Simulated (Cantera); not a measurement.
A closed system holds: 1 mol ZrO₂, 120 mol H₂, held at 1775 K and 97.0 mbar.

Equilibrium computed with Cantera from the NASA thermochemical tables; the gas is ideal and each condensed phase is pure. Candidate condensed phases: H₂O, Zr, ZrO₂; 12 gas species. The numbers say what is thermodynamically allowed, not how fast it happens.

Base state: H₂ 0.999, H 0.000929 (mole fractions); condensed: ZrO₂(tetragonal).

Problem. What changes in the equilibrium state with this change: temperature from 1775 K to 1925 K?

Solution. 
```json
[
 {"species": "H₂", "before": "0.999", "after": "0.997"},
 {"species": "H", "before": "0.000929", "after": "0.00306"},
 {"species": "ZrO₂(tetragonal), mol", "before": "1.000", "after": "1.000"}
]
```
